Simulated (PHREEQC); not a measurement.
Model water analysis in mmol/kgw, 20 °C, pH 7.59, pe 10.7:

```
constituent                mmol/kgw
-------------------------  --------
Na                            0.767
K                            0.0475
Ca                            0.632
Mg                            0.189
Cl                             1.71
S(6)                          0.189
Alkalinity (meq/kgw)          0.389
O(0) (counted as O atoms)    0.0308
```

Valence states are taken as typed.

The numbers come from PHREEQC with the ion-association model, phreeqc.dat.

Precipitation was switched off in this run.

What specific conductance, charge-balance error does the model give?

specific conductance 259 µS/cm; charge-balance error -0.4 %.

In which forms is C present?

HCO3- 94 %, CO2 5.4 %, CaHCO3+ 0.5 % of the C.

Species that the database lacks are ignored.
